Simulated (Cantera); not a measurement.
Charge: 1 mol V, 1.1 mol N2, 180 mol H2, equilibrated at 0.0530 bar.

Equilibrium computed with Cantera from the NASA thermochemical tables; the gas is ideal and each condensed phase is pure. Candidate condensed phases: V, VN; 11 gas species. VN: taken at fixed stoichiometry. Condensed phases not in the tables: V2N, N, O or C dissolved in the metal. Equilibrium is a limit: real reactors are often held back by kinetics, nucleation or transport.

log p: log10 of the partial pressure in bar; n: condensed amount in mol.

```
T (K)  log p H2  log p N2  log p H  log p V  log p NH3  log p NH2  n VN(s)  n V(s)
-----  --------  --------  -------  -------  ---------  ---------  -------  ------
900       -1.28     -3.75   -10.57     <-13      -6.71       <-13     1.00       0
1050      -1.28     -3.75    -8.73     <-13      -7.17       <-13     1.00       0
1200      -1.28     -3.75      [?]     <-13        [?]       <-13     1.00       0
1350      -1.28     -3.75    -6.26     <-13      -7.78     -12.40     1.00       0
1500      -1.28     -3.75    -5.39   -11.34      -8.00     -11.69     1.00       0
1650      -1.28     -3.75      [?]      [?]        [?]        [?]    1.000       0
1800      -1.28     -3.75    -4.08    -7.18      -8.33     -10.62    1.000       0
1950      -1.28     -3.49    -3.58    -5.97      -8.33     -10.09        0   0.996
```

**Question.** What belongs in the gaps?

**Answer.** 
- 1200, log p H: -7.34
- 1200, log p NH3: -7.51
- 1650, log p H: -4.68
- 1650, log p V: -9.07
- 1650, log p NH3: -8.18
- 1650, log p NH2: -11.11
